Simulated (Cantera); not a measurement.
A closed system holds: 1 mol Fe3O4, 61 mol H2, equilibrated at 1325 K and 1.10 bar.

Method: chemical equilibrium by Gibbs-energy minimisation in Cantera with the NASA 1993 tables (ideal gas, pure condensed phases). Candidate condensed phases: Fe, FeO, Fe(OH)2, Fe(OH)3, Fe2O3, Fe3O4, H2O; 12 gas species. Rates play no part.

Base state: H2 0.934, H2O 0.0656 (mole fractions); condensed: Fe(γ).

Problem. What changes in the equilibrium state with this change: Fe3O4 replaced by SiO2?

Solution. 
| species | before | after |
|---|---|---|
| H2 | 0.934 | 1.000 |
| H2O | 0.0656 | 2.26e-6 |
| Fe(γ), mol | 3.00 | 0 |
| SiO2(β-quartz), mol | 0 | 1.000 |
The tables hold silica as quartz up to 1696 K and as liquid above; real silica turns to tridymite and cristobalite and melts near 1996 K. Further candidate phases: Si, SiO2.
